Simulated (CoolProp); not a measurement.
trans-2-butene along the isotherm 483.4 K: fugacity coefficient from the reference equation and from simpler models built on Tc = 428.6 K, pc = 40.19 bar, ω = 0.210; each cubic takes its own stable root.

Model: reference Helmholtz-energy equation of state, Lemmon 2005, in CoolProp. It is a short technical equation, of lower accuracy than the large ones.

```csv
p (bar),phase,reference,van der Waals,Peng-Robinson
0.635,gas,0.9963,0.9965,0.9959
1.07,gas,0.9938,0.9941,0.9931
1.81,gas,0.9895,0.9901,0.9883
3.05,gas,0.9824,0.9833,0.9804
5.15,gas,0.9704,0.9718,___
8.7,gas,0.9502,___,___
14.7,gas,0.9164,0.9200,0.9080
24.8,gas,0.8608,0.8656,0.8484
41.8,supercritical,0.7703,0.7740,___
70.6,supercritical,0.6285,___,___
119,supercritical,0.4733,0.4798,0.4706
201,supercritical,0.3761,0.4133,___
```

Complete the blanks.


- 5.15, Peng-Robinson: 0.9670
- 8.7, van der Waals: 0.9525
- 8.7, Peng-Robinson: 0.9448
- 41.8, Peng-Robinson: 0.7544
- 70.6, van der Waals: 0.6189
- 70.6, Peng-Robinson: 0.6151
- 201, Peng-Robinson: 0.3770
